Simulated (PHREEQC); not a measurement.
Dissolve 0.027 mol NH4Cl and 0.0051 mol NaOH per kg of water at 25 °C. Closed to the air; pH follows from the charge balance.

All values are PHREEQC results (ion-association model, phreeqc.dat), not measurements.

The pH is 8.69. The ionic strength is 0.0270 mol/kgw, the specific conductance is 3540 µS/cm and the total alkalinity is 5.10 meq/kg.

```
species  molality  activity   log γ
-------  --------  --------  ------
Cl-        0.0270    0.0230  -0.070
NH4+       0.0219    0.0185  -0.074
Na+       0.00510   0.00438  -0.066
NH3       0.00509   0.00513   0.003
OH-       5.79e-6   4.92e-6  -0.070
H+        2.34e-9   2.06e-9  -0.056
```

Precipitation was switched off in this run. Species that the database lacks are ignored.
